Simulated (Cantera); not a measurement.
# Premixed flame

A freely propagating, adiabatic, planar premixed flame of 49.2 % H2, 10.7 % O2, 40.2 % N2, unburnt at 398 K and 128 Torr; mixture-averaged transport, grid criteria slope 0.08 and curve 0.16, no radiation.

Detailed kinetics in Cantera: the H2/O2 subset of GRI-Mech 3.0, which has no nitrogen chemistry. Burning velocities carry a grid error of a few per cent, more on coarse grids.

```
z (mm)  T (K)  u (m/s)   x H2      x O2     x H2O      x OH     x HO2   x H2O2
------  -----  -------  -----  --------  --------  --------  --------  -------
-12.2     398     3.60  0.492     0.107     <1e-8     <1e-8     <1e-8    <1e-8
-8.11     398     3.60  0.492     0.107     <1e-8     <1e-8     <1e-8    <1e-8
-6.08     398     3.60  0.492     0.107     <1e-8     <1e-8     <1e-8    <1e-8
-4.06     398     3.60  0.492     0.107   1.30e-8     <1e-8   4.59e-8    <1e-8
-2.03     414     3.74  0.489     0.107  0.000571   5.06e-5  0.000101  4.88e-6
-1.01     647     5.72  0.458     0.100    0.0194  0.000378   4.63e-5  7.46e-6
0        1040     8.94  0.346    0.0619     0.104   0.00109   1.47e-5  1.89e-7
1.01     1276     10.9  0.255   0.00901     0.206   0.00164   2.03e-6  9.76e-8
2.03     1363     11.6  0.247  0.000900     0.223   0.00162   1.89e-7  6.58e-8
4.06     1454     12.3  0.253  0.000260     0.225   0.00193   5.08e-8  6.60e-8
8.11     1558     13.1  0.263  0.000209     0.227   0.00221   3.79e-8  5.75e-8
16.2     1667     13.9  0.274  0.000151     0.229   0.00231   2.68e-8  3.96e-8
32.4     1769     14.6  0.283   9.36e-5     0.231   0.00216   1.73e-8  2.25e-8
```
x: mole fraction of selected species; z is measured from the peak of heat release.

```
Property                     Value
------------------------  --------
laminar burning velocity  360 cm/s
thermal thickness          4.06 mm
peak x(OH)                 0.00231
peak x(HO2)               0.000110
peak x(H2O2)               1.35e-5
grid points                    145
```
